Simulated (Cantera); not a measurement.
Mixture: CH3OH : O2 : N2 : CO2 = 1 : 1.58 : 5.94 : 0.22 (molar parts), equivalence ratio 0.95, at 700000 Pa, adiabatic and at constant pressure. Ignition delay is the time to a rise of 400 K.

Computed with Cantera and GRI-Mech 3.0 (53 species, 325 reactions). GRI-Mech 3.0 was tuned for natural gas; its chemistry of methanol as a main component is partial and can be far from experiment.

Problem. What does this change do: pressure from 700000 Pa to 76000 Pa?

Solution. 
```tsv
quantity	before	after
delay at 1123 K	7.79 ms	47.9 ms
delay at 1223 K	1.34 ms	8.55 ms
delay at 1323 K	0.309 ms	2.05 ms
delay at 1423 K	92.0 µs	0.633 ms
delay at 1523 K	33.9 µs	0.241 ms
delay at 1623 K	14.8 µs	0.108 ms
delay at 1723 K	7.31 µs	54.7 µs
apparent activation energy between 1523 and 1723 K	170 kJ/mol	160 kJ/mol
```
